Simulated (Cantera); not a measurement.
Feed: 1 mol SiH₂Cl₂, 0.04 mol Cl₂, 860 mol H₂, held at 848.15 K and 1.33 mbar.

Method: chemical equilibrium by Gibbs-energy minimisation in Cantera with the NASA 1993 tables (ideal gas, pure condensed phases). Candidate condensed phases: Si; 19 gas species. Rates play no part.

Base state: H₂ 0.998, HCl 0.00207, SiCl₄ 5.09e-5, SiHCl₃ 3.99e-5 (mole fractions); condensed: Si(s).

**Question.** What changes in the equilibrium state with this change: H₂ from 860 to 130 mol?

**Answer.** 
| species | before | after |
|---|---|---|
| H₂ | 0.998 | 0.992 |
| HCl | 0.00207 | 0.00523 |
| SiCl₄ | 5.09e-5 | 0.00211 |
| SiCl₃ | 1.89e-6 | 3.09e-5 |
| SiHCl₃ | 3.99e-5 | 0.000649 |
| SiCl₂ | 5.08e-6 | 3.27e-5 |
| SiH₂Cl₂ | 2.74e-6 | 1.75e-5 |
| Si(s), mol | 0.913 | 0.627 |
The tables' values for SiCl₃ are old estimates; treat these amounts as uncertain.

**Question.** What changes in the equilibrium state with this change: H₂ from 860 to 68 mol?

**Answer.** 
```tsv
species	before	after
H₂	0.998	0.987
HCl	0.00207	0.00644
SiCl₄	5.09e-5	0.00487
SiCl₃	1.89e-6	5.79e-5
SiHCl₃	3.99e-5	0.00121
SiCl₂	5.08e-6	4.97e-5
SiH₂Cl₂	2.74e-6	2.65e-5
Si(s), mol	0.913	0.567
```
The tables' values for SiCl₃ are old estimates; treat these amounts as uncertain.

**Question.** What changes in the equilibrium state with this change: temperature from 848.15 K to 1600 K?

**Answer.** 
| species | before | after |
|---|---|---|
| H₂ | 0.998 | 0.996 |
| HCl | 0.00207 | 0.00237 |
| H | <1e-9 | 0.00149 |
| Si | <1e-9 | 7.31e-5 |
| SiCl₄ | 5.09e-5 | <1e-9 |
| SiHCl₃ | 3.99e-5 | <1e-9 |
| Si(s), mol | 0.913 | 0.909 |
